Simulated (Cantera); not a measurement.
**Abatement and gas-phase synthesis: S + O2**

Feed: 1 mol S, 0.55 mol O2, equilibrated at 1.33 mbar.

Equilibrium computed with Cantera from the NASA thermochemical tables; the gas is ideal and each condensed phase is pure. Candidate condensed phases: S; 10 gas species. Equilibrium is a limit: real reactors are often held back by kinetics, nucleation or transport.

From 1975 K to 3175 K nothing is condensed.

```tsv
T (K)	x SO2	x O	x SO	x S	x S2	x O2
1975	0.543	0.000116	0.228	0.0326	0.195	5.95e-5
2125	0.463	0.000761	0.325	0.0703	0.139	0.000283
2275	0.385	0.00404	0.407	0.121	0.0811	0.00119
2425	0.318	0.0185	0.453	0.168	0.0377	0.00467
2575	0.237	0.0694	0.452	0.210	0.0166	0.0149
2725	0.127	0.183	0.385	0.268	0.00879	0.0277
2875	0.0416	0.325	0.257	0.344	0.00530	0.0269
3025	0.00895	0.430	0.133	0.409	0.00302	0.0162
3175	0.00158	0.483	0.0596	0.446	0.00158	0.00781
```
x: gas mole fraction; nothing condenses.
